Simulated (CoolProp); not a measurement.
Propane along the isobar 0.537 MPa: Z from the reference equation and from simpler models built on Tc = 96.7 °C, pc = 4.251 MPa, ω = 0.152; each cubic takes its own stable root.

Model: reference Helmholtz-energy equation of state, Lemmon 2009, in CoolProp.

```csv
T (°C),phase,reference,van der Waals,Soave-Redlich-Kwong,Peng-Robinson
-98.05,liquid,0.02533,0.04006,0.02682,0.02385
-77.35,liquid,0.02345,0.03696,0.02474,0.02197
-56.65,liquid,0.02200,0.03463,0.02320,0.02056
-35.95,liquid,0.02091,0.03291,0.02209,0.01954
-15.25,liquid,0.02012,0.9045,0.02137,0.01887
5.45,gas,0.8823,0.9213,0.8906,0.8846
26.15,gas,0.9091,0.9342,0.9127,0.9070
46.85,gas,0.9280,0.9443,0.9294,0.9239
67.55,gas,0.9418,0.9524,0.9422,0.9370
88.25,gas,0.9522,0.9589,0.9522,0.9473
108.95,gas,0.9603,0.9643,0.9602,0.9556
129.65,gas,0.9667,0.9688,0.9667,0.9624
150.35,gas,0.9719,0.9726,0.9721,0.9679
171.05,gas,0.9761,0.9758,0.9765,0.9725
191.75,gas,0.9796,0.9785,0.9801,0.9764
212.45,gas,0.9825,0.9809,0.9832,0.9797
```

At some of these states van der Waals gives the other phase, because its saturation line lies elsewhere.
